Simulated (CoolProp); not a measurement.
Saturation properties of CH2F2 (R32).

Model: reference Helmholtz-energy equation of state, Tillner-Roth 1997, in CoolProp.

```json
[
 {"T (K)": "168.5", "p (MPa)": "0.002475", "liquid cp (kJ/(kg K))": "1.562", "surface tension (mN/m)": "31.7", "liquid viscosity (µPa s)": "760", "vapour viscosity (µPa s)": "7.45"},
 {"T (K)": "180.8", "p (MPa)": "0.007344", "liquid cp (kJ/(kg K))": "1.559", "surface tension (mN/m)": "29.0", "liquid viscosity (µPa s)": "586", "vapour viscosity (µPa s)": "8.00"},
 {"T (K)": "193.1", "p (MPa)": "0.01859", "liquid cp (kJ/(kg K))": "1.561", "surface tension (mN/m)": "26.4", "liquid viscosity (µPa s)": "467", "vapour viscosity (µPa s)": "8.56"},
 {"T (K)": "205.5", "p (MPa)": "0.04166", "liquid cp (kJ/(kg K))": "1.568", "surface tension (mN/m)": "23.9", "liquid viscosity (µPa s)": "381", "vapour viscosity (µPa s)": "9.13"},
 {"T (K)": "217.8", "p (MPa)": "0.08361", "liquid cp (kJ/(kg K))": "1.582", "surface tension (mN/m)": "21.4", "liquid viscosity (µPa s)": "316", "vapour viscosity (µPa s)": "9.69"},
 {"T (K)": "230.1", "p (MPa)": "0.1542", "liquid cp (kJ/(kg K))": "1.602", "surface tension (mN/m)": "19.0", "liquid viscosity (µPa s)": "266", "vapour viscosity (µPa s)": "10.3"},
 {"T (K)": "242.5", "p (MPa)": "0.2662", "liquid cp (kJ/(kg K))": "1.629", "surface tension (mN/m)": "16.6", "liquid viscosity (µPa s)": "225", "vapour viscosity (µPa s)": "10.8"},
 {"T (K)": "254.8", "p (MPa)": "0.4316", "liquid cp (kJ/(kg K))": "1.666", "surface tension (mN/m)": "14.3", "liquid viscosity (µPa s)": "192", "vapour viscosity (µPa s)": "11.4"},
 {"T (K)": "267.2", "p (MPa)": "0.6690", "liquid cp (kJ/(kg K))": "1.716", "surface tension (mN/m)": "12.0", "liquid viscosity (µPa s)": "164", "vapour viscosity (µPa s)": "12.0"}
]
```

It boils at 221.5 K under 1 atm.

Viscosity comes from a separate model (Bell 2016), an estimate that may be off by 10 % or more. Surface tension comes from a separate correlation (Mulero 2012).
